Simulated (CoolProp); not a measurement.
A single-stage vapour-compression cycle with ammonia: evaporating at 213.15 K (dew point), condensing at 237.15 K (bubble point), superheat 10 K, subcooling 5 K, compressor efficiency 0.8, no pressure losses. Each further row changes one setting.

Values from CoolProp's reference Helmholtz-energy equation of state, Gao 2020.

```csv
case,cooling COP,pressure ratio,discharge temperature (K),refrigerating effect (kJ/kg),volumetric capacity (kJ/m³)
as stated,6.16,4.05,331.8,1380,279
evaporating temperature 218.15 K,___,2.94,310.6,___,___
condensing temperature 232.15 K,___,___,309.0,1400,284
subcooling 10 K,6.25,4.05,331.8,1400,284
superheat 20 K,5.98,4.05,345.9,1400,___
compressor efficiency 0.7,___,4.05,___,1380,279
```

Q: Some entries are withheld; supply them.

A: 
- evaporating temperature 218.15 K, cooling COP: 8.20
- evaporating temperature 218.15 K, refrigerating effect (kJ/kg): 1390
- evaporating temperature 218.15 K, volumetric capacity (kJ/m³): 379
- condensing temperature 232.15 K, cooling COP: 7.97
- condensing temperature 232.15 K, pressure ratio: 3.11
- superheat 20 K, volumetric capacity (kJ/m³): 271
- compressor efficiency 0.7, cooling COP: 5.39
- compressor efficiency 0.7, discharge temperature (K): 346.5
